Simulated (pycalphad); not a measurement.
Computed with pycalphad from the COST 507 light-alloy database (1999), at 1 atm. No gas phase is included, though pure Mg would boil below 1377 °C. These are 1990s assessments: newer ones move some temperatures and phases. Diffusion is slow at the low end, where real alloys seldom reach equilibrium.

## Al-1.93Mg-1.02Si (at.%): equilibrium cooling sequence

```
T (°C)             phases above                 phases below
------  -----------------------  ---------------------------
645.6                    LIQUID              FCC_A1 + LIQUID
587.2           FCC_A1 + LIQUID      FCC_A1 + LIQUID + MG2SI
582.2   FCC_A1 + LIQUID + MG2SI               FCC_A1 + MG2SI
324.6            FCC_A1 + MG2SI  DIAMOND_A4 + FCC_A1 + MG2SI
```

Changes were sought between steps of 25 K, so a narrower field can be missed.

Database names, with the compositions (at.%) that they take in these runs: MG2SI: Mg 67 Si 33. FCC_A1 is fcc; DIAMOND_A4 is diamond (Si).
